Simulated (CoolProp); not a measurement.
Values from CoolProp's reference Helmholtz-energy equation of state, de Reuck 1993.

Question: For methanol, give the phase and the speed of sound (m/s), viscosity (µPa s), fugacity coefficient at -19.95 °C and 3.88 MPa; 36.05 °C and 3.88 MPa; 92.05 °C and 3.88 MPa.

Answer: 
- -19.95 °C and 3.88 MPa: liquid; speed of sound 1280, viscosity 1190, fugacity coefficient 0.000284
- 36.05 °C and 3.88 MPa: liquid; speed of sound 1090, viscosity 477, fugacity coefficient 0.00792
- 92.05 °C and 3.88 MPa: liquid; speed of sound 923, viscosity 248, fugacity coefficient 0.0697

Viscosity comes from a separate model (Xiang 2006).
